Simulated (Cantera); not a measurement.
## Equilibrium for silicon oxide and oxynitride deposition: SiH2Cl2 + O3 + N2

Feed: 1 mol SiH2Cl2, 0.07 mol O3, 6 mol N2, held at 675 K and 0.100 bar.

These are equilibrium values from Cantera (NASA tables, ideal gas, pure condensed phases), not measurements of a reactor. Candidate condensed phases: H2O, NH4Cl, Si, SiO2, Si2N2O, Si3N4; 47 gas species. N2 is the only nitrogen source here; it is nearly inert below about 1500 K, so the nitride shown seldom forms there in practice. Rates play no part.

| Item | Result |
|---|---|
| x(N2) | 0.766 |
| x(HCl) | 0.117 |
| x(H2) | 0.0785 |
| x(SiCl4) | 0.0392 |
| x(NH3) | 2.52e-5 |
| x(SiHCl3) | 3.46e-6 |
| n(Si2N2O(s)) | 0.210 mol |
| n(Si3N4(s)) | 0.0977 mol |
| gas amount | 7.308 mol |
| log10 activity of Si(s) (absent) | -12.72 |
